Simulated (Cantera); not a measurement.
An adiabatic, constant-volume homogeneous reactor starts with H2 : O2 : N2 = 1 : 0.25 : 0.94 (molar parts), equivalence ratio 2.0, at 950 K and 400000 Pa.

Model: GRI-Mech 3.0 (53 species, 325 reactions), integrated in Cantera. The hydrogen kinetics of GRI-Mech 3.0 are dated; newer H2 mechanisms differ, most at raised pressure.

Q: Predict: time of steepest temperature rise; temperature at 0.600 s; equilibrium temperature; x(H2) at 0.600 s; x(O2) at 0.600 s; x(NO2) at 0.600 s; x(O) at 0.600 s; x(N2O) at 0.600 s.

A: 
```json
{
  "time_of_steepest_temperature_rise": "31.8 ms",
  "temperature at 0.600 s": "2852 K",
  "equilibrium_temperature": "2852 K",
  "x(H2) at 0.600 s": "0.251 (gas-phase equilibrium 0.251)",
  "x(O2) at 0.600 s": "6.59e-5 (gas-phase equilibrium 6.59e-5)",
  "x(NO2) at 0.600 s": "2.05e-8 (gas-phase equilibrium 2.05e-8)",
  "x(O) at 0.600 s": "0.000165 (gas-phase equilibrium 0.000165)",
  "x(N2O) at 0.600 s": "7.87e-8 (gas-phase equilibrium 7.87e-8)"
}
```
